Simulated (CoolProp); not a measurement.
Aqueous potassium acetate as a coolant, 40 % by mass, freezing at -42.1 °C, 1 atm.

Values from CoolProp's Melinder's fits for secondary coolants.

| T (°C) | viscosity (mPa s) | conductivity (W/(m K)) | density (kg/m³) | cp (kJ/(kg K)) |
|---|---|---|---|---|
| -11.8 | 11.0 | 0.435 | 1229 | 2.879 |
| -5.8 | 8.32 | 0.442 | 1227 | 2.894 |
| 0.1 | 6.53 | 0.448 | 1224 | 2.908 |
| 6.1 | 5.24 | 0.455 | 1222 | 2.923 |
| 12.1 | 4.30 | 0.461 | 1219 | 2.938 |
| 18.1 | 3.60 | 0.468 | 1216 | 2.954 |
| 24.1 | 3.07 | 0.474 | 1213 | 2.969 |
| 30 | 2.65 | 0.481 | 1210 | 2.985 |
